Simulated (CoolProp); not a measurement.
Vapour-liquid equilibrium of n-octane (1) + p-xylene (2) at 0.544 bar; x and y are mole fractions of (1).

The numbers come from the multi-fluid Helmholtz-energy mixture model, Beckmüller 2019 and Zhou 2012; pair parameters Bell 2016 in CoolProp.

| x | bubble temperature, mixture model (°C) | bubble temperature, Raoult's law (°C) | y, mixture model | y, Raoult's law |
|---|---|---|---|---|
| 0.05 | 115.2 | 115.8 | 0.086 | 0.070 |
| 0.125 | 113.5 | 114.8 | 0.196 | 0.170 |
| 0.2 | 112.1 | 113.8 | 0.290 | 0.265 |
| 0.275 | 110.9 | 112.8 | 0.373 | 0.353 |
| 0.35 | 109.8 | 111.8 | 0.448 | 0.437 |
| 0.425 | 109.0 | 110.9 | 0.518 | 0.516 |
| 0.5 | 108.2 | 110.0 | 0.584 | 0.591 |
| 0.575 | 107.5 | 109.2 | 0.647 | 0.662 |
| 0.65 | 106.8 | 108.3 | 0.710 | 0.729 |
| 0.725 | 106.3 | 107.5 | 0.771 | 0.792 |
| 0.8 | 105.8 | 106.7 | 0.833 | 0.853 |
| 0.875 | 105.3 | 105.9 | 0.895 | 0.910 |
| 0.95 | 104.9 | 105.1 | 0.958 | 0.965 |

The largest gap from Raoult's law is -2.0 K in bubble temperature, at x = 0.35. No azeotrope shows between x = 0.05 and 0.95.

Pair parameters are fitted to limited data, so mixtures are less certain than the pure fluids.
